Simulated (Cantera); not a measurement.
Charge: 1 mol AlCl₃, 79 mol NH₃, 3.8 mol N₂, held at 0.00820 bar.

Equilibrium computed with Cantera from the NASA thermochemical tables; the gas is ideal and each condensed phase is pure. Candidate condensed phases: Al, AlCl₃, AlN, NH₄Cl; 20 gas species. The tables' values for AlCl₂ are old estimates; treat these amounts as uncertain. The numbers say what is thermodynamically allowed, not how fast it happens.

x: gas mole fraction; n: condensed amount in mol.

| T (°C) | x H₂ | x N₂ | x HCl | x H | n AlN(s) |
|---|---|---|---|---|---|
| 1202 | 0.719 | 0.263 | 0.0155 | 0.000121 | 0.635 |
| 1252 | 0.718 | 0.264 | ___ | ___ | ___ |
| 1302 | 0.717 | 0.264 | 0.0118 | 0.000389 | 0 |
| 1352 | 0.717 | 0.264 | 0.0119 | 0.000660 | 0 |
| 1402 | 0.717 | 0.264 | 0.0120 | 0.00109 | 0 |
| 1452 | 0.716 | 0.264 | 0.0121 | 0.00174 | 0 |
| 1502 | 0.715 | 0.264 | 0.0121 | ___ | 0 |
| 1552 | 0.714 | 0.264 | 0.0121 | 0.00411 | 0 |
| 1602 | 0.712 | 0.264 | 0.0121 | 0.00611 | 0 |
| 1652 | 0.710 | 0.263 | 0.0121 | 0.00889 | 0 |

Fill in the missing entries.


- 1502, x H: 0.00270
- 1252, x HCl: 0.0134
- 1252, x H: 0.000221
- 1252, n AlN(s): 0.283
